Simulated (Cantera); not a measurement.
A closed system holds: 1 mol Ta2O5, 310 mol H2, equilibrated at 1 atm.

Equilibrium computed with Cantera from the NASA thermochemical tables; the gas is ideal and each condensed phase is pure. Candidate condensed phases: H2O, Ta, Ta2O5; 12 gas species. Mutual solubility and eutectic melting of coexisting phases are not modelled. Condensed phases not in the tables: N, O or C dissolved in the metal. The numbers say what is thermodynamically allowed, not how fast it happens.

Over these rows the condensed part is Ta(s) + Ta2O5(s). Partial pressures as log10 of bar:

```
T (K)  1000/T (1/K)  log p H2O  log p H2
-----  ------------  ---------  --------
1198         0.8347      -5.36      0.01
1348         0.7418      -4.62      0.01
1498         0.6676      -4.03      0.01
1648         0.6068      -3.55      0.01
1798         0.5562      -3.16      0.01
1948         0.5133          ?      0.00
```

Q: Fit log p(H2O) = a + b·(1000/T) to the five rows, give the apparent enthalpy, and predict the row at 1948 K.

A: Means: 1000/T = 0.6814, log p = -4.144. Sxy = -0.384246, Sxx = 0.0485797, so b = -7.91 and a = -4.144 − (-7.91)×0.6814 = 1.25.
Apparent enthalpy: −19.145 × (-7.91) = 151 kJ/mol. With the condensed phases at unit activity, 1/5 Ta2O5(s) + H2(g) = H2O(g) + 2/5 Ta(s) links this pressure to the main gases: over the six rows their terms move log p by -0.01 in all, so the slope is close to that reaction's ΔH°. The five rows lie within 0.01 of the line.
Prediction at 1948 K: 1.25 + (-7.91)×0.5133 = -2.81. The computed value is -2.83, 0.02 from the line.
